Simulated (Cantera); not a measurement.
# Si3H8 + HCl + H2 + Cl2 (silicon epitaxy and polysilicon growth)

A closed system holds: 1 mol Si3H8, 0.057 mol HCl, 4.8 mol H2, 0.03 mol Cl2, equilibrated at 0.0690 bar.

These are equilibrium values from Cantera (NASA tables, ideal gas, pure condensed phases), not measurements of a reactor. Candidate condensed phases: Si; 19 gas species. The feed counts by its element totals alone. The tables' values for SiCl3 are old estimates; treat these amounts as uncertain. Gases not in the tables: Si2H6 and higher silanes. Rates play no part.

From 823 K to 1573 K the condensed part is Si(s). At 1723 K the condensed part is Si(l). The main Si-bearing gas is SiCl4 at 823 K and SiCl2 at 1723 K.

```tsv
T (K)	x H2	x HCl	x SiCl4	x SiHCl3	x H	x SiCl2	n Si(s)	n Si(l)
823	0.995	0.00137	0.00175	0.00153	2.79e-11	2.08e-6	2.97	0
973	0.992	0.00588	0.00100	0.000952	4.10e-9	5.61e-5	2.98	0
1123	0.988	0.0113	0.000131	0.000197	1.61e-7	0.000272	2.99	0
1273	0.987	0.0122	5.35e-6	1.72e-5	2.70e-6	0.000392	3.00	0
1423	0.987	0.0122	3.33e-7	2.09e-6	2.51e-5	0.000456	3.00	0
1573	0.987	0.0121	3.47e-8	3.75e-7	0.000154	0.000506	3.00	0
1723	0.987	0.0121	5.13e-9	8.60e-8	0.000690	0.000514	0	3.00
```
x: gas mole fraction; n: condensed amount in mol.
